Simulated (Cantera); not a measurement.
Feed: 1 mol SiCl4, 11 mol N2, equilibrated at 1798 K and 1.60 bar.

Cantera equilibrium calculation (NASA polynomials, part measured and part estimated; ideal gas, pure solids and liquids). The tables' values for SiCl3 are old estimates; treat these amounts as uncertain. The numbers say what is thermodynamically allowed, not how fast it happens.

| species | before | after |
|---|---|---|
| N2 | 0.913 | 0.898 |
| SiCl4 | 0.0787 | 0.0651 |
| Cl | 0.00406 | 0.0198 |
| SiCl3 | 0.00396 | 0.0126 |
| SiCl2 | 0.000322 | 0.00396 |
| Cl2 | 0.000270 | 0.000342 |
Gas species are given as mole fractions.

### Question
What was changed between the two runs?
A) temperature from 1798 K to 875 K
B) pressure from 1.60 bar to 0.0850 bar
C) pressure from 1.60 bar to 1.00 bar
D) temperature from 1798 K to 1298 K

### Answer
B, pressure from 1.60 bar to 0.0850 bar
